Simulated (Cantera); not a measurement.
Calcination and drying: MgSO4 + C + H2

Feed: 1 mol MgSO4, 0.023 mol C, 2.8 mol H2, at 0.133 bar.

Method: chemical equilibrium by Gibbs-energy minimisation in Cantera with the NASA 1993 tables (ideal gas, pure condensed phases). Candidate condensed phases: C, C6H6, C7H8, C8H18, H2O, H2SO4, Mg, MgCO3, MgO, Mg(OH)2, MgS, MgSO4, S; 130 gas species. The numbers say what is thermodynamically allowed, not how fast it happens.

From 1300 °C to 1900 °C the condensed part is MgO(s). The main Mg-bearing gas is Mg(OH)2 at 1300 °C and Mg at 1900 °C.

```tsv
T (°C)	x H2O	x H2	x SO2	x S2	x SO	x H2S	x SH	n MgO(s)
1300	0.668	0.115	0.0941	0.0789	0.00363	0.0305	0.00203	1.000
1400	0.639	0.142	0.103	0.0740	0.00652	0.0241	0.00307	1.000
1500	0.609	0.168	0.112	0.0678	0.0109	0.0190	0.00432	1.000
1600	0.578	0.194	0.120	0.0605	0.0169	0.0149	0.00573	1.000
1700	0.548	0.217	0.127	0.0523	0.0249	0.0115	0.00717	1.000
1800	0.520	0.238	0.132	0.0437	0.0346	0.00885	0.00852	0.999
1900	0.493	0.255	0.135	0.0348	0.0456	0.00665	0.00959	0.997
```
x: gas mole fraction; n: condensed amount in mol.
